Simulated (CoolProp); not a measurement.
Vapour-liquid equilibrium of dimethyl ether (1) + n-butane (2) at 5.38 bar; x and y are mole fractions of (1).

The numbers come from the multi-fluid Helmholtz-energy mixture model, Wu 2011 and Bücker 2006; pair parameters Bell 2016 in CoolProp.

| x | bubble temperature, mixture model (K) | bubble temperature, Raoult's law (K) | y, mixture model | y, Raoult's law |
|---|---|---|---|---|
| 0.05 | 322.4 | 323.9 | 0.129 | 0.108 |
| 0.2 | 313.3 | 317.3 | 0.400 | 0.368 |
| 0.35 | 307.2 | 311.8 | 0.568 | 0.559 |
| 0.5 | 303.0 | 307.1 | 0.686 | 0.704 |
| 0.65 | 299.8 | 302.9 | 0.781 | 0.817 |
| 0.8 | 297.4 | 299.3 | 0.869 | 0.906 |
| 0.95 | 295.5 | 296.0 | 0.964 | 0.979 |

The largest gap from Raoult's law is -4.6 K in bubble temperature, at x = 0.35. No azeotrope shows between x = 0.05 and 0.95.

Pair parameters are fitted to limited data, so mixtures are less certain than the pure fluids.
